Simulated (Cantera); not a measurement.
Mixture: 13.6 % CH4, 18.1 % O2, 68.3 % N2, equivalence ratio 1.5, at 5.00 bar, adiabatic and at constant pressure. Ignition delay is the time to a rise of 400 K.

Detailed kinetics in Cantera: GRI-Mech 3.0 (53 species, 325 reactions).

Predict: delay at 1300 K; delay at 1450 K; delay at 1600 K; delay at 1750 K; delay at 1900 K; apparent activation energy between 1750 and 1900 K.


| Quantity | Result |
|---|---|
| delay at 1300 K | 3.61 ms |
| delay at 1450 K | 0.678 ms |
| delay at 1600 K | 0.154 ms |
| delay at 1750 K | 43.6 µs |
| delay at 1900 K | 15.7 µs |
| apparent activation energy between 1750 and 1900 K | 190 kJ/mol |
